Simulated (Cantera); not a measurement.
A perfectly stirred reactor is fed with CH₄ : C₂H₆ : C₃H₈ : O₂ : N₂ : H₂O = 1 : 0.44 : 0.14 : 9.86 : 37.1 : 1.6 (molar parts), equivalence ratio 0.43, at 12.0 bar; it is adiabatic with a 398 K inlet, and is followed from long to short residence time, starting on the burning branch (τ in s: 0.42, 0.18, 0.074, 0.031, 0.013, 0.0055, 0.0023, 0.00098, 0.00041, 0.00017, 7.3e-05, 3.1e-05, 1.3e-05).

Model: GRI-Mech 3.0 (53 species, 325 reactions), integrated in Cantera. The pressure lies above the range GRI-Mech 3.0 was tuned for (to about 10 atm).

Task: What does this change do: pressure from 12.0 bar to 1.00 bar?

Result: 
| quantity | before | after |
|---|---|---|
| blow-out, bracketed by the residence times tried | burning at 13.0 ms, out at 5.50 ms | burning at 5.50 ms, out at 2.30 ms |
| x(CH₄) at τ = 0.420 s | 1.45e-5 | 8.14e-6 |
| x(C₂H₆) at τ = 0.420 s | 1.19e-6 | 9.32e-7 |
| x(C₃H₈) at τ = 0.420 s | 4.13e-7 | 3.29e-7 |
| x(CO) at τ = 0.420 s | 0.000211 | 0.000184 |
| x(CH₂CO) at τ = 0.420 s | 2.90e-6 | 2.04e-6 |
| x(CH₄) at τ = 2.30 ms | 0.0199 | 0.0199 |
| x(C₂H₆) at τ = 2.30 ms | 0.00878 | 0.00878 |
| x(C₃H₈) at τ = 2.30 ms | 0.00279 | 0.00279 |
| x(CO) at τ = 2.30 ms | <1e-12 | <1e-12 |
| x(CH₂CO) at τ = 2.30 ms | <1e-12 | <1e-12 |

Task: What does this change do: inlet temperature 398 to 425 K?

Result: 
```tsv
quantity	before	after
blow-out, bracketed by the residence times tried	burning at 13.0 ms, out at 5.50 ms	burning at 13.0 ms, out at 5.50 ms
x(CH₄) at τ = 0.420 s	1.45e-5	9.94e-6
x(C₂H₆) at τ = 0.420 s	1.19e-6	8.33e-7
x(C₃H₈) at τ = 0.420 s	4.13e-7	2.90e-7
x(CO) at τ = 0.420 s	0.000211	0.000152
x(CH₂CO) at τ = 0.420 s	2.90e-6	2.11e-6
x(CH₄) at τ = 2.30 ms	0.0199	0.0199
x(C₂H₆) at τ = 2.30 ms	0.00878	0.00878
x(C₃H₈) at τ = 2.30 ms	0.00279	0.00279
x(CO) at τ = 2.30 ms	<1e-12	<1e-12
x(CH₂CO) at τ = 2.30 ms	<1e-12	<1e-12
```
